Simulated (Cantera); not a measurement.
A closed system holds: 1 mol B, 0.69 mol Cl₂, equilibrated at 0.100 bar.

These are equilibrium values from Cantera (NASA tables, ideal gas, pure condensed phases), not measurements of a reactor. Candidate condensed phases: B; 7 gas species. The tables' values for BCl₂ are old estimates; treat these amounts as uncertain. Rates play no part. All values below are at 1150 K.

Base state: BCl₃ 1.000, BCl₂ 5.55e-5 (mole fractions); condensed: B(s).

Q: What changes in the equilibrium state with this change: B replaced by TiO₂?

A: 
```json
[
 {"species": "Cl₂", "before": "<1e-9", "after": "0.986"},
 {"species": "Cl", "before": "7.65e-8", "after": "0.00861"},
 {"species": "TiCl₄", "before": "0", "after": "0.00292"},
 {"species": "BCl₃", "before": "1.000", "after": "0"},
 {"species": "O₂", "before": "0", "after": "0.00292"},
 {"species": "BCl₂", "before": "5.55e-5", "after": "0"},
 {"species": "B(s), mol", "before": "0.540", "after": "0"},
 {"species": "TiO₂(rutile), mol", "before": "0", "after": "0.998"}
]
```
Condensed phases not in the tables: TiOCl. Further candidate phases: Ti, TiCl₂, TiCl₃, TiCl₄, TiO, TiO₂, Ti₂O₃, Ti₃O₅, Ti₄O₇.
